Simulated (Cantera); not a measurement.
Fe₃O₄ + H₂ (hydrogen reduction and annealing atmospheres)

Input: 1 mol Fe₃O₄, 4.9 mol H₂, equilibrated at 2173 K and 0.360 bar.

Method: chemical equilibrium by Gibbs-energy minimisation in Cantera with the NASA 1993 tables (ideal gas, pure condensed phases). Candidate condensed phases: Fe, FeO, Fe(OH)₂, Fe(OH)₃, Fe₂O₃, Fe₃O₄, H₂O; 12 gas species. Each liquid is taken as pure. Mutual solubility and eutectic melting of coexisting phases are not modelled. The tables' stoichiometric FeO is somewhat more stable than real wüstite, so its field is too wide. FeO: taken at fixed stoichiometry. Kinetics and transport are ignored.

| Item | Value |
|---|---|
| x(H₂) | 0.667 |
| x(H₂O) | 0.320 |
| x(H) | 0.00657 |
| x(Fe) | 0.00600 |
| x(OH) | 0.000422 |
| x(Fe(OH)₂) | 0.000256 |
| x(FeO) | 8.40e-5 |
| x(O) | 2.91e-6 |
| n(Fe(l)) | 0.555 mol |
| n(FeO(l)) | 2.41 mol |
| gas amount | 4.947 mol |
